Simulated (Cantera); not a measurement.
What does this Cantera script print?

```python
import numpy as np
import cantera as ct

gas = ct.Solution("gri30.yaml")
gas.TPX = 350, 101325, {'CH4': 1, 'O2': 3.57, 'N2': 13.4}
inlet = ct.Reservoir(gas, clone=True)
gas.equilibrate("HP")  # start burning
reactor = ct.IdealGasConstPressureReactor(gas, energy="on", clone=False)
exhaust = ct.Reservoir(gas, clone=True)
tau = [0.089, 0.046, 0.024, 0.013, 0.0065, 0.0034, 0.0018, 0.00092, 0.00048, 0.00025, 0.00013, 6.8e-05][0]
for a, b in ((inlet, reactor), (reactor, exhaust)):
    ct.MassFlowController(a, b, mdot=lambda t: reactor.mass / tau)
net = ct.ReactorNet([reactor])
show = ['CH4', 'O2', 'CH3', 'C2H', 'N2O']

rows = []
print(f"{'tau/s':>10s}{'T/K':>9s}" + "".join(f"{s:>11s}" for s in show))
for tau in [0.089, 0.046, 0.024, 0.013, 0.0065, 0.0034, 0.0018, 0.00092, 0.00048, 0.00025, 0.00013, 6.8e-05]:
    net.initial_time = 0.0
    net.advance(30 * tau)
    before = gas.X
    net.advance(40 * tau)
    drift = np.max(np.abs(gas.X - before) / (gas.X + 1e-9))
    rows.append([gas.T, *gas[show].X, drift])
    print(f"{tau:10.3e}{gas.T:9.1f}" + "".join(f"{x:11.3e}" for x in gas[show].X))
```

Output:

```
     tau/s      T/K        CH4         O2        CH3        C2H        N2O
 8.900e-02   1629.8  1.912e-05  8.733e-02  3.271e-06  7.247e-13  6.927e-07
 4.600e-02   1626.6  2.915e-05  8.739e-02  4.770e-06  1.199e-12  7.702e-07
 2.400e-02   1622.0  4.424e-05  8.749e-02  6.851e-06  1.879e-12  7.882e-07
 1.300e-02   1615.7  6.583e-05  8.767e-02  9.585e-06  2.767e-12  7.550e-07
 6.500e-03   1605.0  1.043e-04  8.802e-02  1.401e-05  4.148e-12  6.782e-07
 3.400e-03   1590.0  1.638e-04  8.860e-02  2.018e-05  5.990e-12  5.885e-07
 1.800e-03   1567.8  2.650e-04  8.961e-02  2.960e-05  8.767e-12  4.955e-07
 9.200e-04   1531.2  4.812e-04  9.163e-02  4.733e-05  1.414e-11  3.937e-07
 4.800e-04   1459.8  1.179e-03  9.674e-02  9.541e-05  2.901e-11  2.597e-07
 2.500e-04    350.0  5.565e-02  1.987e-01 -6.601e-21 -1.403e-49 -3.797e-22
 1.300e-04    350.0  5.565e-02  1.987e-01 -8.312e-24  3.061e-57 -4.782e-25
 6.800e-05    350.0  5.565e-02  1.987e-01 -5.250e-25  1.036e-60 -3.021e-26
```

Model: GRI-Mech 3.0 (53 species, 325 reactions), integrated in Cantera.
